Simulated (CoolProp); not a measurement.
Properties of dodecamethylpentasiloxane (MD3M) along the isotherm 620 K.

The numbers come from the reference Helmholtz-energy equation of state, Thol 2019 in CoolProp.

| p (bar) | phase | density (kg/m³) | cp (kJ/(kg K)) | isothermal compressibility (1/MPa) | expansivity (1/kK) |
|---|---|---|---|---|---|
| 1.7 | gas | 13.68 | 2.124 | 6.363 | 2.180 |
| 3.41 | gas | 30.06 | 2.158 | 3.528 | 3.085 |
| 5.11 | gas | 50.60 | 2.218 | 2.753 | 4.737 |
| 6.81 | gas | 79.81 | 2.363 | 2.740 | 8.856 |
| 10.2 | liquid | 439.3 | 2.721 | 0.2940 | 10.78 |
| 11.9 | liquid | 456.7 | 2.593 | 0.1820 | 7.658 |
| 13.6 | liquid | 468.9 | 2.531 | 0.1338 | 6.210 |
| 15.3 | liquid | 478.5 | 2.493 | 0.1066 | 5.341 |
| 17 | liquid | 486.5 | 2.466 | 0.08902 | 4.751 |
| 18.7 | liquid | 493.3 | 2.446 | 0.07662 | 4.318 |
| 20.4 | liquid | 499.4 | 2.430 | 0.06740 | 3.983 |
| 22.1 | liquid | 504.8 | 2.417 | 0.06025 | 3.715 |
| 23.8 | liquid | 509.8 | 2.407 | 0.05454 | 3.494 |
